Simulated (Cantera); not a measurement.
**Thermodynamics of metals in furnace atmospheres, feed Cu + O₂ + CO**

Charge: 1 mol Cu, 0.23 mol O₂, 9.3 mol CO, at 0.0100 bar.

Method: chemical equilibrium by Gibbs-energy minimisation in Cantera with the NASA 1993 tables (ideal gas, pure condensed phases). Candidate condensed phases: C, Cu, CuO, Cu₂O; 15 gas species. Equilibrium is a limit: real reactors are often held back by kinetics, nucleation or transport.

```csv
T (K),x CO,x CO₂,x Cu,x Cu₂,x O,x CuO,x O₂,n Cu(s),n Cu(l)
1123,0.951,0.0495,1.25e-7,1.37e-12,<1e-12,<1e-12,<1e-12,1.000,0
1198,0.951,0.0495,1.16e-6,3.22e-11,<1e-12,<1e-12,<1e-12,1.000,0
1273,0.951,0.0495,8.24e-6,5.17e-10,<1e-12,<1e-12,<1e-12,1.000,0
1348,0.950,0.0495,4.68e-5,6.03e-9,<1e-12,<1e-12,<1e-12,1.000,0
1423,0.950,0.0495,0.000209,4.84e-8,1.02e-11,3.65e-12,<1e-12,0,0.998
1498,0.950,0.0494,0.000795,3.08e-7,9.75e-11,3.98e-11,6.11e-12,0,0.993
1573,0.948,0.0493,0.00265,1.63e-6,7.55e-10,3.44e-10,5.22e-11,0,0.975
1648,0.943,0.0491,0.00790,7.34e-6,4.85e-9,2.43e-9,3.66e-10,0,0.926
1723,0.930,0.0484,0.0213,2.88e-5,2.65e-8,1.44e-8,2.16e-9,0,0.797
```
x: gas mole fraction; n: condensed amount in mol.

From 1123 K to 1348 K the condensed part is Cu(s). From 1423 K to 1723 K the condensed part is Cu(l). The main Cu-bearing gas is Cu throughout.
